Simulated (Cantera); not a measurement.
An isothermal, constant-pressure homogeneous reactor starts with 28.6 % CH4, 71.4 % H2O, at 1500 K and 6.00 bar.

Computed with Cantera and GRI-Mech 3.0 (53 species, 325 reactions).

One state of this run: x CH4 = 0.117; x H2O = 0.600; x HCO = 4.31e-10; x CO2 = 0.00523; x H2O2 = <1e-12; x C2H6 = 0.000188. x: mole fraction; the columns are a selection and need not sum to one.

Which value of t (s) does it belong to?
(A) 0.302
(B) 3.12e-5
(C) 0.000976
(D) 0.0960

A, 0.302
